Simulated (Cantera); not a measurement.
Input (Python, Cantera) and output of one run.

```python
import numpy as np
import cantera as ct

gas_names = """
    F FO FO2 F2 F2O O O2 O3 Si SiF SiF2 SiF3 SiF4 SiO SiO2 Si2 Si3
""".split()
cond_names = """
    Si(cr) Si(L) SiO2(Lqz) SiO2(hqz) SiO2(L)
""".split()


def load(file, names, dense=False):
    # The tables refer to 1 bar. Condensed volumes are neglected.
    table = {s.name: s for s in ct.Species.list_from_file(file)}
    out = []
    for n in names:
        d = dict(table[n].input_data)
        d["thermo"] = dict(d["thermo"], **{"reference-pressure": 1e5})
        if dense:
            d["equation-of-state"] = {"model": "constant-volume", "density": "1e6 g/cm^3"}
        out.append(ct.Species.from_dict(d))
    return out


gas = ct.Solution(thermo="ideal-gas", species=load("nasa_gas.yaml", gas_names))
cond = {s.name: ct.Solution(thermo="fixed-stoichiometry", species=[s], name=s.name)
        for s in load("nasa_condensed.yaml", cond_names, dense=True)}
atoms = {
    'SiO2': {'Si': 1, 'O': 2},
    'F2': {'F': 2},
    'O2': {'O': 2},
}
top_T = {}  # K; cautious upper limits of use, not melting points


def equilibrate(T, P, feed):
    n = {}
    for name, mol in feed.items():
        for a, k in atoms[name].items():
            n[a] = n.get(a, 0.0) + k * mol
    gas.TPX = T, P, n
    mass = sum(n.values()) * gas.mean_molecular_weight
    gas.equilibrate("TP")
    valid = [c for c in cond.values() if c.min_temp <= T <= top_T.get(c.name, c.max_temp)]
    mix = ct.Mixture([(gas, mass / gas.mean_molecular_weight)] + [(c, 0.0) for c in valid])
    mix.T, mix.P = T, P
    mix.equilibrate("TP", solver="vcs", rtol=1e-11, max_steps=5000)
    return mix


results = []
T = 1123.15  # K
P = 10000  # Pa
for m in [1.9, 2.3, 2.8, 3.5, 4.2, 5.2, 6.4, 7.8]:
    feed = {'SiO2': 1, 'F2': m, 'O2': 0.082}  # mol
    mix = equilibrate(T, P, feed)
    results.append((T, P, feed, dict(zip(mix.species_names, mix.species_moles))))

top = {s: max(r[3][s] / sum(r[3][g] for g in gas_names) for r in results) for s in gas_names}
cols = sorted((s for s in top if top[s] > 0.0001), key=lambda s: -top[s])[:6]
seen = [c for c in cond_names if any(r[3].get(c, 0) > 1e-12 for r in results)]
print("log10 of partial pressures in bar; condensed amounts in mol")
print(f"{'n(F2)':>10s}" + "".join(f"{s[:9]:>10s}" for s in cols + seen))
for T, P, feed, n in results:
    ng = sum(n[g] for g in gas_names)
    print(f"{feed['F2']:10.4g}" + "".join(f"{np.log10(max(n[s] / ng * P / 1e5, 1e-99)):10.3f}" for s in cols)
          + "".join(f"{n.get(c, 0):10.4g}" for c in seen))
```

Output:

```
log10 of partial pressures in bar; condensed amounts in mol
     n(F2)        O2         F      SiF4        F2 SiO2(hqz)
       1.9    -1.283    -9.848    -1.319   -18.626      0.05
       2.3    -1.380    -1.780    -1.415    -2.489         0
       2.8    -1.492    -1.545    -1.526    -2.020         0
       3.5    -1.608    -1.435    -1.642    -1.800         0
       4.2    -1.698    -1.384    -1.732    -1.697         0
       5.2    -1.800    -1.344    -1.834    -1.616         0
       6.4    -1.897    -1.317    -1.932    -1.562         0
       7.8    -1.989    -1.298    -2.023    -1.525         0
```

Equilibrium computed with Cantera from the NASA thermochemical tables; the gas is ideal and each condensed phase is pure.
